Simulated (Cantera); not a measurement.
Charge: 1 mol Al, 0.38 mol Cl₂, 5.5 mol H₂, equilibrated at 1330 Pa.

These are equilibrium values from Cantera (NASA tables, ideal gas, pure condensed phases), not measurements of a reactor. Candidate condensed phases: Al, AlCl₃; 12 gas species. The tables' values for AlCl₂ are old estimates; treat these amounts as uncertain. Rates play no part.

x: gas mole fraction; n: condensed amount in mol.

```tsv
T (K)	x H₂	x AlCl₃	x Al₂Cl₆	x AlCl	x AlCl₂	x HCl	n Al(s)
523	0.975	0.00539	0.0198	3.75e-9	6.70e-9	4.59e-10	0.747
548	0.973	0.00967	0.0176	2.02e-8	3.08e-8	1.63e-9	0.747
573	0.970	[?]	[?]	[?]	1.20e-7	[?]	0.747
598	0.966	0.0231	0.0107	3.62e-7	3.99e-7	1.41e-8	0.747
623	0.963	[?]	[?]	[?]	1.14e-6	[?]	0.747
648	0.960	0.0362	0.00399	3.75e-6	2.86e-6	7.92e-8	0.747
673	0.958	0.0399	0.00210	1.02e-5	6.40e-6	1.65e-7	0.747
698	0.957	0.0419	0.00107	2.56e-5	1.31e-5	3.21e-7	0.747
723	0.956	0.0429	0.000552	5.94e-5	2.52e-5	5.93e-7	0.746
748	0.956	0.0434	0.000290	0.000130	4.61e-5	1.05e-6	0.746
773	0.956	0.0436	0.000158	0.000269	8.05e-5	1.78e-6	0.745
798	0.956	0.0436	8.84e-5	0.000532	0.000135	2.92e-6	0.744
823	0.955	0.0434	5.11e-5	0.00100	0.000220	4.64e-6	0.742
848	0.955	0.0431	3.03e-5	0.00182	0.000345	7.16e-6	0.739
```

Fill in the missing entries.


- 623, x AlCl₃: 0.0305
- 623, x Al₂Cl₆: 0.00694
- 623, x AlCl: 1.24e-6
- 623, x HCl: 3.50e-8
- 573, x AlCl₃: 0.0158
- 573, x Al₂Cl₆: 0.0145
- 573, x AlCl: 9.21e-8
- 573, x HCl: 5.07e-9
